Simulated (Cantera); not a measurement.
# Catalytic combustion on Pt

An isothermal plug-flow reactor at 725 K and 3750 Torr (inlet), inlet velocity 3 m/s, active area per volume 5500 1/m; feed 1.83 % CO, 1.95 % O2, 96.2 % N2, equivalence ratio 0.47.

Model: Deutschmann's 1995 Pt surface mechanism with GRI-Mech 3.0 gas chemistry, integrated in Cantera. Catalytic surfaces can have several steady states; this one follows from the mechanism file's or the stated starting coverage. Mass transfer to the wall is taken as infinitely fast.

```tsv
z (m)	x CO	x O2	x H2O	x CO2	θ free Pt	θ O*	θ CO*
0.00044	0.0181	0.0194	<1e-12	0.000147	0.0230	0.00211	0.975
0.00078	0.0180	0.0194	<1e-12	0.000262	0.0231	0.00212	0.975
0.0014	0.0178	0.0193	<1e-12	0.000471	0.0233	0.00213	0.975
0.0025	0.0174	0.0191	<1e-12	0.000847	0.0235	0.00216	0.974
0.0044	0.0168	0.0187	<1e-12	0.00151	0.0240	0.00221	0.974
0.0078	0.0156	0.0182	<1e-12	0.00273	0.0249	0.00231	0.973
0.014	0.0132	0.0170	<1e-12	0.00513	0.0271	0.00257	0.970
0.025	0.00798	0.0144	<1e-12	0.0104	0.0353	0.00372	0.961
0.044	4.26e-5	0.0105	<1e-12	0.0184	0.0168	0.983	4.26e-5
```
x: gas mole fraction; θ: surface coverage.
